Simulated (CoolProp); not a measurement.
Vapour-liquid equilibrium of n-heptane (1) + toluene (2) at 31.35 °C; x and y are mole fractions of (1).

The numbers come from the multi-fluid Helmholtz-energy mixture model, Span 2003 and Lemmon 2006; pair parameters Bell 2016 in CoolProp.

Give the bubble pressure and the first vapour's composition at x = 0.2, 0.8, 0.95. Is there an azeotrope?

x = 0.2: 0.006472 MPa, y = 0.338; x = 0.8: 0.008067 MPa, y = 0.831; x = 0.95: 0.008248 MPa, y = 0.956. No azeotrope shows between x = 0.05 and 0.95.

Pair parameters are fitted to limited data, so mixtures are less certain than the pure fluids.
